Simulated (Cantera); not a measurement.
Thermodynamics of carbothermic reduction, feed Fe₂O₃ + C + H₂ + CO

Input: 1 mol Fe₂O₃, 0.99 mol C, 0.24 mol H₂, 15 mol CO, at 10000 Pa.

Cantera equilibrium calculation (NASA polynomials, part measured and part estimated; ideal gas, pure solids and liquids). Candidate condensed phases: C, C₆H₆, C₇H₈, C₈H₁₈, Fe, Fe(CO)₅, FeO, Fe(OH)₂, Fe(OH)₃, Fe₂O₃, Fe₃O₄, H₂O; 114 gas species. Each liquid is taken as pure. Mutual solubility and eutectic melting of coexisting phases are not modelled. The tables' stoichiometric FeO is somewhat more stable than real wüstite, so its field is too wide. FeO: taken at fixed stoichiometry. The numbers say what is thermodynamically allowed, not how fast it happens.

| T (K) | x CO | x Fe | x CO₂ | x H₂ | x H₂O | x H | x FeO | n Fe(l) | n FeO(l) |
|---|---|---|---|---|---|---|---|---|---|
| 1825 | 0.882 | 0.000418 | 0.103 | 0.0101 | 0.00460 | 0.000140 | 2.40e-6 | 1.72 | 0.270 |
| 1875 | 0.885 | 0.000811 | 0.0990 | 0.0100 | 0.00462 | 0.000208 | 5.40e-6 | 1.66 | 0.326 |
| 1925 | 0.888 | 0.00152 | 0.0957 | 0.00998 | 0.00463 | 0.000302 | 1.16e-5 | 1.60 | 0.378 |
| 1975 | 0.890 | 0.00274 | 0.0926 | 0.00989 | 0.00463 | 0.000430 | 2.41e-5 | 1.53 | 0.426 |
| 2025 | 0.890 | 0.00481 | 0.0897 | 0.00978 | 0.00461 | 0.000602 | 4.80e-5 | 1.45 | 0.470 |
| 2075 | 0.890 | 0.00820 | 0.0869 | 0.00965 | 0.00457 | 0.000827 | 9.22e-5 | 1.35 | 0.510 |
| 2125 | 0.887 | 0.0136 | 0.0841 | 0.00947 | 0.00451 | 0.00112 | 0.000171 | 1.23 | 0.546 |
| 2175 | 0.881 | 0.0220 | 0.0813 | 0.00923 | 0.00442 | 0.00148 | 0.000309 | 1.05 | 0.579 |
| 2225 | 0.871 | 0.0348 | 0.0782 | 0.00892 | 0.00429 | 0.00193 | 0.000542 | 0.797 | 0.608 |
| 2275 | 0.855 | 0.0539 | 0.0749 | 0.00851 | 0.00412 | 0.00248 | 0.000926 | 0.426 | 0.632 |
| 2325 | 0.831 | 0.0781 | 0.0743 | 0.00789 | 0.00401 | 0.00309 | 0.00154 | 0 | 0.592 |
| 2375 | 0.801 | 0.0926 | 0.0880 | 0.00687 | 0.00441 | 0.00370 | 0.00251 | 0 | 0.291 |
| 2425 | 0.774 | 0.106 | 0.100 | 0.00597 | 0.00463 | 0.00437 | 0.00377 | 0 | 0 |
x: gas mole fraction; n: condensed amount in mol.

From 1825 K to 2275 K the condensed part is Fe(l) + FeO(l). From 2325 K to 2375 K the condensed part is FeO(l). At 2425 K nothing is condensed. The main Fe-bearing gas is Fe throughout. The share of Fe in condensed phases is highest at 1825 K (99.7 %) and lowest at 2425 K (0.0 %).
